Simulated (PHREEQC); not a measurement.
Make-up at 25 °C: 60 mmol/kgw ZnSO4, 5.8 mmol/kgw H3BO3 and 9.5 mmol/kgw H2SO4. Closed to the air; pH follows from the charge balance.

All values are PHREEQC results (ion-association model, phreeqc.dat), not measurements.

**Question.** The ionic strength comes out as 0.139 mol/kgw. What activity coefficients do Zn+2, H+, HSO4-, Zn(SO4)2-2, SO4-2 get?

**Answer.** Zn+2 0.34, H+ 0.81, HSO4- 0.76, Zn(SO4)2-2 0.34, SO4-2 0.33.

No solid was allowed to form. Complexes and solids missing from the database can't appear.
